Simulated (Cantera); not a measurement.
An isothermal plug-flow reactor at 1175 K and 1.80 bar (inlet), inlet velocity 2.2 m/s, active area per volume 4700 1/m; feed CH₄ : O₂ : N₂ : H₂O = 0.0025 : 0.062 : 0.79 : 0.023 (molar parts), equivalence ratio 0.081.

Computed with Cantera and Deutschmann's 1995 Pt surface mechanism with GRI-Mech 3.0 gas chemistry. Catalytic surfaces can have several steady states; this one follows from the mechanism file's or the stated starting coverage. Mass transfer to the wall is taken as infinitely fast.

Task: What does this change do: temperature 1175 to 898 K?

Result: 
```csv
quantity,before,after
x(CH₄) at z = 0.021 m,1.17e-9,0.00170
x(O₂) at z = 0.021 m,0.0650,0.0684
x(H₂O) at z = 0.021 m,0.0319,0.0285
x(CO₂) at z = 0.021 m,0.00282,0.00114
x(CO) at z = 0.021 m,4.48e-9,4.59e-7
θ(free Pt) at the exit,0.379,0.0927
θ(O*) at the exit,0.618,0.903
θ(OH*) at the exit,0.00308,0.00438
```

Task: What does this change do: temperature 1175 to 975 K?

Result: 
| quantity | before | after |
|---|---|---|
| x(CH₄) at z = 0.021 m | 1.17e-9 | 0.000409 |
| x(O₂) at z = 0.021 m | 0.0650 | 0.0658 |
| x(H₂O) at z = 0.021 m | 0.0319 | 0.0311 |
| x(CO₂) at z = 0.021 m | 0.00282 | 0.00243 |
| x(CO) at z = 0.021 m | 4.48e-9 | 1.76e-7 |
| θ(free Pt) at the exit | 0.379 | 0.162 |
| θ(O*) at the exit | 0.618 | 0.833 |
| θ(OH*) at the exit | 0.00308 | 0.00429 |
